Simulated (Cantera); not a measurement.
## Thermodynamics of metals in furnace atmospheres, feed Ni + H2S + H2

Feed: 1 mol Ni, a varied amount of H2S, 3.4 mol H2, equilibrated at 800 °C and 13.3 mbar.

Cantera equilibrium calculation (NASA polynomials, part measured and part estimated; ideal gas, pure solids and liquids). Candidate condensed phases: Ni, NiS, NiS2, Ni3S2, Ni3S4, S; 9 gas species. Metal and sulfide melt together well below either melting point, which pure phases cannot show. Mutual solubility and eutectic melting of coexisting phases are not modelled. Rates play no part.

At 0.014 mol H2S the condensed part is Ni(s). From 0.048 mol H2S to 0.39 mol H2S the condensed part is Ni(s) + Ni3S2(l).

```
n(H2S) (mol)   x H2    x H2S     x SH     x S2  n Ni(s)  n Ni3S2(l)
------------  -----  -------  -------  -------  -------  ----------
0.014         0.996  0.00410  8.27e-7  3.01e-7     1.00           0
0.048         0.995  0.00474  9.58e-7  4.04e-7    0.953      0.0158
0.081         0.995  0.00474  9.58e-7  4.04e-7    0.903      0.0322
0.12          0.995  0.00474  9.58e-7  4.04e-7    0.845      0.0516
0.15          0.995  0.00474  9.58e-7  4.04e-7    0.800      0.0666
0.18          0.995  0.00474  9.58e-7  4.04e-7    0.755      0.0815
0.22          0.995  0.00474  9.58e-7  4.04e-7    0.696       0.101
0.25          0.995  0.00474  9.58e-7  4.04e-7    0.651       0.116
0.28          0.995  0.00474  9.58e-7  4.04e-7    0.606       0.131
0.32          0.995  0.00474  9.58e-7  4.04e-7    0.546       0.151
0.35          0.995  0.00474  9.58e-7  4.04e-7    0.502       0.166
0.39          0.995  0.00474  9.58e-7  4.04e-7    0.442       0.186
```
x: gas mole fraction; n: condensed amount in mol.
